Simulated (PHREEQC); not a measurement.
Model water analysis in mg/kgw, 25 °C, pH 5.64, pe 11.3:

```csv
constituent,mg/kgw
Na,0.336
K,0.00979
Ca,0.774
Mg,0.029
Cl,0.0532
S(6) as SO4,0.611
Alkalinity as HCO3,2.47
Cd,0.0345
Pb,0.165
```

Valence states are taken as typed.

The numbers come from PHREEQC with the ion-association model, phreeqc.dat.

No solid was allowed to form.

Task: What charge-balance error does the model give?

Result: charge-balance error 2.9 %.

Task: In which forms is Pb present?

Result: Pb+2 94 %, PbHCO3+ 3.1 %, PbCO3 1.4 %, PbOH+ 0.8 % of the Pb.
